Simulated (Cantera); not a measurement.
Input (Python, Cantera):

```python
import numpy as np
import cantera as ct

gas = ct.Solution("gri30.yaml")
gas.TPX = 1400, 100000, {'CO': 0.0075, 'O2': 0.0021, 'H2O': 0.00072, 'N2': 1}
inlet = ct.Reservoir(gas, clone=True)

reactor = ct.IdealGasConstPressureReactor(gas, energy="off", clone=False)
exhaust = ct.Reservoir(gas, clone=True)
tau = [4, 0.98, 0.24, 0.06, 0.015, 0.0037, 0.00092, 0.00023][0]
for a, b in ((inlet, reactor), (reactor, exhaust)):
    ct.MassFlowController(a, b, mdot=lambda t: reactor.mass / tau)
net = ct.ReactorNet([reactor])
show = ['CO', 'O2', 'H2O', 'N2O', 'H', 'CO2', 'NO']

rows = []
print(f"{'tau/s':>10s}{'T/K':>9s}" + "".join(f"{s:>11s}" for s in show))
for tau in [4, 0.98, 0.24, 0.06, 0.015, 0.0037, 0.00092, 0.00023]:
    net.initial_time = 0.0
    net.advance(30 * tau)
    before = gas.X
    net.advance(40 * tau)
    drift = np.max(np.abs(gas.X - before) / (gas.X + 1e-9))
    rows.append([gas.T, *gas[show].X, drift])
    print(f"{tau:10.3e}{gas.T:9.1f}" + "".join(f"{x:11.3e}" for x in gas[show].X))
```

It prints:

```
     tau/s      T/K         CO         O2        H2O        N2O          H        CO2         NO
 4.000e+00   1400.0  3.093e-03  4.225e-06  5.193e-04  5.913e-09  5.901e-05  4.346e-03  8.336e-07
 9.800e-01   1400.0  3.102e-03  1.313e-05  5.024e-04  1.265e-08  1.123e-04  4.337e-03  1.343e-06
 2.400e-01   1400.0  3.159e-03  4.476e-05  4.732e-04  2.724e-08  2.012e-04  4.279e-03  2.034e-06
 6.000e-02   1400.0  3.388e-03  1.484e-04  4.325e-04  5.693e-08  3.214e-04  4.048e-03  2.603e-06
 1.500e-02   1400.0  4.054e-03  4.296e-04  4.013e-04  1.109e-07  4.271e-04  3.378e-03  2.307e-06
 3.700e-03   1400.0  5.436e-03  1.022e-03  4.584e-04  1.866e-07  3.654e-04  1.991e-03  8.485e-07
 9.200e-04   1400.0  7.103e-03  1.866e-03  6.623e-04  1.001e-07  5.910e-05  3.206e-04  1.555e-08
 2.300e-04   1400.0  7.423e-03  2.079e-03  7.126e-04  6.750e-13  2.934e-10  3.599e-09  1.828e-15
```

Model: GRI-Mech 3.0 (53 species, 325 reactions), integrated in Cantera.
